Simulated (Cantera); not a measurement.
Source: NASA polynomial tables (part measured, part estimated), evaluated in Cantera. Values are per mole of reaction as written; species without (g) are pure solids or liquids, kept so even where they would boil at 1 bar.

2 Ti + O2(g) + 4 HCl(g) = 4 H(g) + 2 TiOCl2(g)

```
T (K)    ΔH° (kJ)   ΔS° (J/K)    ΔG° (kJ)     log10 K
-----  ----------  ----------  ----------  ----------
2248   (withheld)  (withheld)  (withheld)  (withheld)
2298        132.6       105.2      -109.2        2.48
2348        131.1       104.6      -114.4        2.55
2398        129.7       104.0      -119.6        2.61
2448   (withheld)  (withheld)  (withheld)  (withheld)
2498        126.7       102.8      -130.0        2.72
2548   (withheld)  (withheld)  (withheld)  (withheld)
2598        123.7       101.6      -140.2        2.82
2648        122.1       101.0      -145.3        2.87
2698        120.6       100.4      -150.3        2.91
```

**Question.** What belongs in the gaps?

**Answer.** 
- 2248, ΔH° (kJ): 134.0
- 2248, ΔS° (J/K): 105.8
- 2248, ΔG° (kJ): -103.9
- 2248, log10 K: 2.41
- 2448, ΔH° (kJ): 128.2
- 2448, ΔS° (J/K): 103.4
- 2448, ΔG° (kJ): -124.8
- 2448, log10 K: 2.66
- 2548, ΔH° (kJ): 125.2
- 2548, ΔS° (J/K): 102.2
- 2548, ΔG° (kJ): -135.1
- 2548, log10 K: 2.77
